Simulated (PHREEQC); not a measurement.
Dissolve 0.0092 mol CuSO4, 0.019 mol HNO3 and 0.0035 mol KCl per kg of water at 25 °C. Closed to the air; pH follows from the charge balance.

The numbers come from PHREEQC with the ion-association model, wateq4f.dat.

This is a speciation only: nothing precipitates in the calculation.

Question: What pH, ionic strength does the model give?

Answer: pH 1.87; ionic strength 0.0464 mol/kgw.

Question: In which forms is Cu present?

Answer: Cu+2 83 %, CuSO4 17 % of the Cu.

Complexes and solids missing from the database can't appear.
